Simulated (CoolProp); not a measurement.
A single-stage vapour-compression cycle with dimethyl ether: evaporating at 238.15 K (dew point), condensing at 262.15 K (bubble point), superheat 8 K, subcooling 0 K, compressor efficiency 0.7, no pressure losses. Each further row changes one setting.

The numbers come from the reference Helmholtz-energy equation of state, Wu 2011 in CoolProp.

```tsv
case	cooling COP	pressure ratio	discharge temperature (K)	refrigerating effect (kJ/kg)	volumetric capacity (kJ/m³)
as stated	6.35	2.80	298.0	433	635
evaporating temperature 243.15 K	8.33	2.22	291.4	439	800
condensing temperature 257.15 K	8.15	2.30	288.0	445	652
subcooling 5 K	6.52	2.80	298.0	445	652
superheat 18 K	6.28	2.80	309.0	447	627
compressor efficiency 0.6	5.44	2.80	305.6	433	635
```
